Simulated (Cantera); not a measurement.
Hydrocarbon pyrolysis for carbon deposition

An isothermal, constant-pressure homogeneous reactor starts with C2H6 : N2 = 1 : 70 (molar parts), at 1550 K and 0.987 atm.

Model: GRI-Mech 3.0 (53 species, 325 reactions), integrated in Cantera. GRI-Mech 3.0 stops at C3 and has no aromatics, soot or wall deposition, so with more carbon than oxygen in the feed, carbon stays in small species such as C2H2 where larger ones or solid carbon would form.

| t (s) | x C2H6 | x CH3 | x C2H4 | x CH2 | x H | x CH4 | x H2 |
|---|---|---|---|---|---|---|---|
| 4.00e-6 | 0.0140 | 0.000152 | 2.32e-6 | 9.31e-9 | 9.93e-7 | 2.47e-6 | 1.74e-6 |
| 3.86e-5 | 0.0125 | 0.000871 | 0.000939 | 1.45e-6 | 4.00e-5 | 0.000190 | 0.000885 |
| 0.000372 | 0.00193 | 0.000396 | 0.00772 | 9.43e-7 | 5.74e-5 | 0.00263 | 0.0118 |
| 0.00359 | 5.50e-6 | 2.34e-5 | 0.00265 | 7.02e-9 | 6.95e-6 | 0.00337 | 0.0198 |
| 0.0346 | 1.26e-6 | 1.27e-5 | 0.000133 | 2.09e-9 | 4.26e-6 | 0.00331 | 0.0224 |
| 0.334 | 8.83e-7 | 1.07e-5 | 5.62e-5 | 1.76e-9 | 4.42e-6 | 0.00278 | 0.0232 |
| 3.22 | 1.36e-7 | 4.20e-6 | 5.96e-5 | 7.04e-10 | 4.92e-6 | 0.00108 | 0.0257 |
| 31.1 | 1.11e-8 | 1.07e-6 | 6.32e-5 | 1.82e-10 | 5.20e-6 | 0.000274 | 0.0269 |
| 300 | 1.02e-8 | 1.01e-6 | 6.33e-5 | 1.72e-10 | 5.21e-6 | 0.000258 | 0.0270 |
x: mole fraction; the columns are a selection and need not sum to one.

Equilibrium at this temperature and pressure: C2H6 1.62e-9, CH3 4.04e-7, C2H4 9.97e-6, CH2 6.84e-11, H 5.23e-6, CH4 0.000104, H2 0.0272 (gas phase only).
